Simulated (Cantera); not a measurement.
SiH₄ + NO + N₂ (silicon oxide and oxynitride deposition)

Input: 1 mol SiH₄, 13 mol NO, 34 mol N₂, equilibrated at 1352 °C and 0.0133 bar.

These are equilibrium values from Cantera (NASA tables, ideal gas, pure condensed phases), not measurements of a reactor. Candidate condensed phases: H₂O, Si, SiO₂, Si₂N₂O, Si₃N₄; 35 gas species. The tables hold silica as quartz up to 1696 K and as liquid above; real silica turns to tridymite and cristobalite and melts near 1996 K. The numbers say what is thermodynamically allowed, not how fast it happens.

```yaml
x(N₂): 0.861
x(O₂): 0.0949
x(H₂O): 0.0424
x(NO): 0.00151
x(OH): 0.000336
x(O): 5.19e-5
x(H₂): 1.06e-5
x(H): 1.99e-6
n(SiO₂(β-quartz)): 1.00 mol
gas_amount: 47.01 mol
log10 activity of Si(s) (absent): -17.10
```
